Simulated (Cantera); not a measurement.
A freely propagating, adiabatic, planar premixed flame of 50.0 % H2, 10.8 % O2, 39.1 % N2, equivalence ratio 2.3, unburnt at 598 K and 105 Torr; multicomponent transport, grid criteria slope 0.08 and curve 0.16, no radiation.

Computed with Cantera and the H2/O2 subset of GRI-Mech 3.0, which has no nitrogen chemistry. Burning velocities carry a grid error of a few per cent, more on coarse grids.

Question: Predict: laminar burning velocity; thermal thickness; peak x(HO2); peak x(O); peak x(H2O2); peak x(OH).

Answer: 
```
Quantity                    Result
------------------------  --------
laminar burning velocity  668 cm/s
thermal thickness          5.81 mm
peak x(HO2)                4.19e-5
peak x(O)                  0.00399
peak x(H2O2)               5.05e-7
peak x(OH)                 0.00379
```
